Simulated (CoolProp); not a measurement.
Model: reference Helmholtz-energy equation of state, Wagner 2002, in CoolProp.

Question: Give the vapour pressure (bar), liquid density (kg/m³), vapour density (kg/m³), surface tension (mN/m) of saturated water at 84.65, 152.05, 253.25 °C.

Answer: 
```json
[
 {"T (°C)": "84.65", "p (bar)": "0.571", "liquid density (kg/m³)": "969", "vapour density (kg/m³)": "0.349", "surface tension (mN/m)": "61.9"},
 {"T (°C)": "152.05", "p (bar)": "5.03", "liquid density (kg/m³)": "915", "vapour density (kg/m³)": "2.68", "surface tension (mN/m)": "48.2"},
 {"T (°C)": "253.25", "p (bar)": "42.0", "liquid density (kg/m³)": "794", "vapour density (kg/m³)": "21.1", "surface tension (mN/m)": "25.1"}
]
```

Surface tension comes from a separate correlation (Mulero 2012).
